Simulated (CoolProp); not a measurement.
Dimethyl carbonate at several states: fugacity coefficient from the reference equation and from simpler models built on Tc = 557.0 K, pc = 4.909 MPa, ω = 0.346; each cubic takes its own stable root.

Values from CoolProp's reference Helmholtz-energy equation of state, Zhou 2011.

```
T (K)  p (MPa)   phase  reference
-----  -------  ------  ---------
581.9    0.468     gas     0.9717
436.6     4.84  liquid     0.1398
447     0.0231     gas     0.9967
448.2   0.0186     gas     0.9974
```

**Question.** How far does each simpler model (van der Waals, Redlich-Kwong, Soave-Redlich-Kwong, Peng-Robinson) lie from the reference over these 4 states: mean and median of the absolute difference, and the worst?

**Answer.** 
- van der Waals: mean 35.1 %, median 0.2 %, worst +139.8 % at 436.6 K and 4.84 MPa
- Redlich-Kwong: mean 12.6 %, median 0.0 %, worst +50.5 % at 436.6 K and 4.84 MPa
- Soave-Redlich-Kwong: mean 0.9 %, median 0.0 %, worst +3.4 % at 436.6 K and 4.84 MPa
- Peng-Robinson: mean 0.1 %, median 0.1 %, worst -0.3 % at 581.9 K and 0.468 MPa
